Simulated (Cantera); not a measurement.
Feed: 1 mol Si, 0.0083 mol H2O, 8 mol N2, equilibrated at 1.43 Torr.

These are equilibrium values from Cantera (NASA tables, ideal gas, pure condensed phases), not measurements of a reactor. Candidate condensed phases: H2O, Si, SiO2, Si2N2O, Si3N4; 35 gas species. The tables' values for SiN are old estimates; treat these amounts as uncertain. Equilibrium is a limit: real reactors are often held back by kinetics, nucleation or transport.

Question: At 1600 °C, list the 4 most abundant gas species with their mole fractions, and the condensed phases.

Answer: N2 0.993, Si 0.00464, SiO 0.00103, H2 0.000816. Condensed: Si(l).
